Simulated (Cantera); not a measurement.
Cantera run:

```python
import numpy as np
import cantera as ct

gas_names = """
    H HNO HNO2 HNO3 HO2 H2 H2O H2O2 N NH NH2 NH3 NH2OH NO NO2 NO3 N2 N2H2 N2H4 N2O O OH O2 O3 V VN VO
    VO2
""".split()
cond_names = """
    H2O(s) H2O(L) V(cr) V(L) VN(s) VO(s) VO(L) V2O3(s) V2O3(L) V2O4(I) V2O4(II) V2O4(L) V2O5(s) V2O5(L)
""".split()


# ... load() reads the species with a 1 bar reference pressure and builds the phases ...
atoms = {
    'V2O5': {'V': 2, 'O': 5},
    'H2': {'H': 2},
    'N2': {'N': 2},
}
top_T = {'VN(s)': 2300}  # K; cautious upper limits of use, not melting points


# ... equilibrate(T, P, feed) seeds the gas with the atoms and calls Mixture.equilibrate('TP', solver="vcs", rtol=1e-11, max_steps=5000) ...
results = []
T = 2075  # K
P = 100000  # Pa
for m in [13, 35, 57, 79, 100, 120, 140, 170, 190, 210]:
    feed = {'V2O5': 1, 'H2': m, 'N2': 4.8}  # mol
    mix = equilibrate(T, P, feed)
    results.append((T, P, feed, dict(zip(mix.species_names, mix.species_moles))))

top = {s: max(r[3][s] / sum(r[3][g] for g in gas_names) for r in results) for s in gas_names}
cols = sorted((s for s in top if top[s] > 1e-05), key=lambda s: -top[s])[:8]
seen = [c for c in cond_names if any(r[3].get(c, 0) > 1e-12 for r in results)]
print("log10 of partial pressures in bar; condensed amounts in mol")
print(f"{'n(H2)':>10s}" + "".join(f"{s[:9]:>10s}" for s in cols + seen))
for T, P, feed, n in results:
    ng = sum(n[g] for g in gas_names)
    print(f"{feed['H2']:10.4g}" + "".join(f"{np.log10(max(n[s] / ng * P / 1e5, 1e-99)):10.3f}" for s in cols)
          + "".join(f"{n.get(c, 0):10.4g}" for c in seen))
```

It prints:

```
log10 of partial pressures in bar; condensed amounts in mol
     n(H2)        H2        N2       H2O         H       VO2        OH     VO(L)   V2O3(s)
        13    -0.210    -0.570    -0.950    -2.680    -4.051    -4.362         0    0.9992
        35    -0.083    -0.919    -1.300    -2.616    -4.289    -4.776         0    0.9989
        57    -0.052    -1.110    -1.472    -2.601    -4.391    -4.963    0.1731     0.912
        79    -0.043    -1.243    -1.463    -2.596    -4.391    -4.959     1.784    0.1061
       100    -0.035    -1.340    -1.544    -2.592    -4.480    -5.044     1.996         0
       120    -0.029    -1.416    -1.620    -2.589    -4.562    -5.123     1.996         0
       140    -0.025    -1.480    -1.685    -2.587    -4.630    -5.189     1.996         0
       170    -0.021    -1.562    -1.767    -2.585    -4.716    -5.273     1.996         0
       190    -0.019    -1.609    -1.814    -2.584    -4.765    -5.321     1.995         0
       210    -0.017    -1.651    -1.856    -2.583    -4.810    -5.365     1.995         0
```

These are equilibrium values from Cantera (NASA tables, ideal gas, pure condensed phases), not measurements of a reactor. Mutual solubility and eutectic melting of coexisting phases are not modelled. VO: taken at fixed stoichiometry. Condensed phases not in the tables: the oxides between V2O3 and V2O5 other than VO2.
